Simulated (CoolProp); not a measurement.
Isobutene along the isotherm 151.05 °C: fugacity coefficient from the reference equation and from simpler models built on Tc = 144.9 °C, pc = 40.16 bar, ω = 0.193; each cubic takes its own stable root.

The numbers come from the reference Helmholtz-energy equation of state, Lemmon 2005 in CoolProp. It is a short technical equation, of lower accuracy than the large ones.

```
p (bar)          phase  reference
-------  -------------  ---------
20.1               gas     0.8379
40.2     supercritical     0.6759
60.2     supercritical     0.5063
80.3     supercritical     0.4117
100      supercritical     0.3563
120      supercritical     0.3194
141      supercritical     0.2927
161      supercritical     0.2747
181      supercritical     0.2614
201      supercritical     0.2516
```

### Question
How far does each simpler model (van der Waals, Redlich-Kwong, Soave-Redlich-Kwong, Peng-Robinson) lie from the reference over these 10 states: mean and median of the absolute difference, and the worst?

### Answer
- van der Waals: mean 16.0 %, median 16.0 %, worst +29.9 % at 151.05 °C and 201 bar
- Redlich-Kwong: mean 4.8 %, median 5.3 %, worst +8.2 % at 151.05 °C and 201 bar
- Soave-Redlich-Kwong: mean 5.5 %, median 6.2 %, worst +9.2 % at 151.05 °C and 201 bar
- Peng-Robinson: mean 1.1 %, median 1.0 %, worst -2.1 % at 151.05 °C and 40.2 bar
